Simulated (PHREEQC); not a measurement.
NaOH is added in steps, without added water, to 1 kg of water holding 4.5 mmol/kgw CuCl2 and 7 mmol/kgw HNO3, at 20 °C. O2 is buffered at 0.21 atm. No CO2 enters from the air. Solids allowed: Tenorite, Atacamite, Cu2(OH)3NO3, Halite. Others were left out.

Base run: PHREEQC, ion-association model, wateq4f.dat. Each further column changes one thing. The table gives pH.

| NaOH added (mol) | base | metal-ligand complexes left out | Davies equation for every ion | all activity coefficients set to 1 |
|---|---|---|---|---|
| 0 | 2.21 | 2.21 | 2.22 | 2.15 |
| 0.00255 | 2.40 | 2.40 | 2.41 | 2.35 |
| 0.00595 | 3.03 | 3.03 | 3.04 | 2.98 |
| 0.0085 | 5.02 | 5.02 | 5.03 | 4.86 |
| 0.01105 | 5.22 | 5.22 | 5.23 | 5.07 |
| 0.01445 | 5.89 | 5.89 | 5.89 | 5.93 |
| 0.017 | 11.11 | 11.11 | 11.11 | 11.17 |

The database's constant for dissolved Cu(OH)2 is higher than later reviews accept.
